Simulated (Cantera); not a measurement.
A diamond (100) surface in a fixed gas of H2 with x(CH4) = 0.0093, x(H) = 0.00041, x(CH3) = 3.9e-05, 1400 Pa; coverages are run to steady state.

Model: the Harris–Goodwin 1993 mechanism for the reconstructed diamond (100) surface, integrated in Cantera.

θ: site fractions in the mechanism's names (c6HH fully hydrogenated, c6H* and c6*H radical sites, c6** diradical, c6HM methylated).

```csv
T (K),growth (µm/h),θ c6HH,θ c6H*,θ c6*H,θ c6**,θ c6HM
900,0.138,0.639,0.00955,0.268,0.00367,0.0646
950,0.141,0.615,0.0132,0.314,0.00552,0.0398
1000,___,0.591,0.0175,0.359,0.00776,0.0177
1050,___,0.564,0.0221,0.395,0.0101,0.00585
1100,___,0.536,0.0266,0.421,0.0124,0.00173
1150,0.0249,0.513,0.0310,0.440,0.0143,0.000514
1200,0.0231,0.497,0.0352,0.451,0.0158,0.000157
1250,___,0.487,0.0391,0.456,0.0168,4.94e-5
1300,___,0.484,0.0426,0.456,0.0173,1.60e-5
1350,___,0.487,0.0457,0.450,0.0173,5.59e-6
1400,___,0.493,0.0483,0.442,0.0171,2.14e-6
```

### Question
Complete the blanks.

### Answer

- 1000, growth (µm/h): 0.102
- 1050, growth (µm/h): 0.0563
- 1100, growth (µm/h): 0.0327
- 1250, growth (µm/h): 0.0205
- 1300, growth (µm/h): 0.0138
- 1350, growth (µm/h): 0.00677
- 1400, growth (µm/h): 0.00282
